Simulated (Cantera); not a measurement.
An adiabatic, constant-pressure homogeneous reactor starts with C3H8 : O2 : N2 = 1 : 12.5 : 55 (molar parts), equivalence ratio 0.40, at 1625 K and 24.0 bar. Integrator tolerance rtol = 1e-08.

Computed with Cantera and GRI-Mech 3.0 (53 species, 325 reactions). GRI-Mech 3.0 was tuned for natural gas; its chemistry of propane as a main component is partial and can be far from experiment. The pressure lies above the range GRI-Mech 3.0 was tuned for (to about 10 atm).

**Question.** What does this change do: initial temperature 1625 to 1125 K?

**Answer.** 
| quantity | before | after |
|---|---|---|
| time of steepest temperature rise | 4.55 µs | 2.88 ms |
| temperature at 2.00 s | 2356 K | 1918 K |
| equilibrium temperature | 2356 K | 1915 K |
| x(C3H8) at 2.00 s | <1e-12 (gas-phase equilibrium <1e-12) | <1e-12 (gas-phase equilibrium <1e-12) |
| x(O2) at 2.00 s | 0.101 (gas-phase equilibrium 0.101) | 0.106 (gas-phase equilibrium 0.106) |
| x(OH) at 2.00 s | 0.00253 (gas-phase equilibrium 0.00253) | 0.000389 (gas-phase equilibrium 0.000383) |
| x(C2H6) at 2.00 s | <1e-12 (gas-phase equilibrium <1e-12) | <1e-12 (gas-phase equilibrium <1e-12) |
| x(HCO) at 2.00 s | 5.16e-11 (gas-phase equilibrium 5.16e-11) | <1e-12 (gas-phase equilibrium <1e-12) |

**Question.** What does this change do: 3.6 parts H2O added?

**Answer.** 
```tsv
quantity	before	after
time of steepest temperature rise	4.55 µs	4.67 µs
temperature at 2.00 s	2356 K	2310 K
equilibrium temperature	2356 K	2310 K
x(C3H8) at 2.00 s	<1e-12 (gas-phase equilibrium <1e-12)	<1e-12 (gas-phase equilibrium <1e-12)
x(O2) at 2.00 s	0.101 (gas-phase equilibrium 0.101)	0.0965 (gas-phase equilibrium 0.0965)
x(OH) at 2.00 s	0.00253 (gas-phase equilibrium 0.00253)	0.00287 (gas-phase equilibrium 0.00287)
x(C2H6) at 2.00 s	<1e-12 (gas-phase equilibrium <1e-12)	<1e-12 (gas-phase equilibrium <1e-12)
x(HCO) at 2.00 s	5.16e-11 (gas-phase equilibrium 5.16e-11)	3.93e-11 (gas-phase equilibrium 3.93e-11)
```
